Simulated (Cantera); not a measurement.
Input: 1 mol Si2Cl6, 88 mol H2, at 948 K and 4.20 Torr.

These are equilibrium values from Cantera (NASA tables, ideal gas, pure condensed phases), not measurements of a reactor. Candidate condensed phases: Si; 19 gas species. The feed counts by its element totals alone. The tables' values for SiCl3 are old estimates; treat these amounts as uncertain. Rates play no part.

Base state: H2 0.971, HCl 0.0155, SiCl4 0.0102, SiHCl3 0.00288, SiCl2 0.000375, SiCl3 0.000336, SiH2Cl2 8.26e-5 (mole fractions); condensed: Si(s).

### Question
What changes in the equilibrium state with this change: pressure from 4.20 Torr to 97.5 Torr?

### Answer
```json
[
 {"species": "H2", "before": "0.971", "after": "0.976"},
 {"species": "SiCl4", "before": "0.0102", "after": "0.00997"},
 {"species": "HCl", "before": "0.0155", "after": "0.00702"},
 {"species": "SiHCl3", "before": "0.00288", "after": "0.00624"},
 {"species": "SiCl2", "before": "0.000375", "after": "7.69e-5"},
 {"species": "SiH2Cl2", "before": "8.26e-5", "after": "0.000396"},
 {"species": "SiCl3", "before": "0.000336", "after": "0.000151"},
 {"species": "Si(s), mol", "before": "0.754", "after": "0.492"}
]
```

### Question
What changes in the equilibrium state with this change: temperature from 948 K to 1625 K?

### Answer
```json
[
 {"species": "H2", "before": "0.971", "after": "0.942"},
 {"species": "HCl", "before": "0.0155", "after": "0.0483"},
 {"species": "SiCl2", "before": "0.000375", "after": "0.00869"},
 {"species": "SiCl4", "before": "0.0102", "after": "3.96e-7"},
 {"species": "H", "before": "6.90e-9", "after": "0.000915"},
 {"species": "Cl", "before": "<1e-9", "after": "3.70e-5"},
 {"species": "SiCl", "before": "<1e-9", "after": "2.96e-5"},
 {"species": "Si(s), mol", "before": "0.754", "after": "1.20"}
]
```
The tables' values for SiCl3, SiCl are old estimates; treat these amounts as uncertain.
